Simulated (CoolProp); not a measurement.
Vapour-liquid equilibrium of n-hexane (1) + p-xylene (2) at 0.353 MPa; x and y are mole fractions of (1).

Model: multi-fluid Helmholtz-energy mixture model, Thol 2019 and Zhou 2012; pair parameters Bell 2016, in CoolProp.

```
x      bubble temperature, mixture model (K)  bubble temperature, Raoult's law (K)  y, mixture model  y, Raoult's law
-----  -------------------------------------  ------------------------------------  ----------------  ---------------
0.05                                   456.4                                 457.1             0.191            0.197
0.125                                  445.0                                 446.5             0.401            0.411
0.2                                    435.6                                 437.6             0.547            0.560
0.275                                  427.8                                 429.9             0.651            0.668
0.35                                   421.2                                 423.2             0.727            0.747
0.425                                  415.6                                 417.3             0.785            0.808
0.5                                    410.7                                 412.1             0.831            0.854
0.575                                  406.4                                 407.4             0.868            0.891
0.65                                   402.5                                 403.2             0.899            0.920
0.725                                  399.0                                 399.3             0.925            0.944
0.8                                    395.7                                 395.8             0.948            0.963
0.875                                  392.6                                 392.6             0.969            0.979
0.95                                   389.7                                 389.6             0.988            0.992
```

The largest gap from Raoult's law is -2.1 K in bubble temperature, at x = 0.275. No azeotrope shows between x = 0.05 and 0.95.

Pair parameters are fitted to limited data, so mixtures are less certain than the pure fluids.
